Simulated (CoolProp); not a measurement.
Saturation properties of propylene (Tc = 364.2 K, pc = 4.555 MPa, ω = 0.146).

Model: reference Helmholtz-energy equation of state, Lemmon 2013, in CoolProp.

```
T (K)  p (MPa)  enthalpy of vaporisation (kJ/kg)  vapour Z  surface tension (mN/m)  vapour viscosity (µPa s)  liquid conductivity (mW/(m K))
-----  -------  --------------------------------  --------  ----------------------  ------------------------  ------------------------------
206.3  0.03849                             459.4    0.9820                    19.6                      5.82                             154
225.2  0.09981                             439.3    0.9643                    16.8                      6.34                             146
244.1   0.2195                             417.2    0.9380                    14.1                      6.88                             137
263     0.4261                             392.4    0.9018                    11.5                      7.46                             129
281.9   0.7520                             363.8    0.8545                    9.03                      8.16                             119
300.8    1.233                             329.7    0.7945                    6.63                      9.04                             110
319.7    1.907                             287.6    0.7186                    4.35                      10.3                           100.0
338.6    2.819                             231.4    0.6191                    2.26                      12.2                            89.6
```

It boils at 225.5 K under 1 atm.

Viscosity comes from a separate model (Huber 2003), an estimate that may be off by 10 % or more. Thermal conductivity comes from a separate model (Huber 2003), an estimate that may be off by 10 % or more. Surface tension comes from a separate correlation (Mulero 2012).
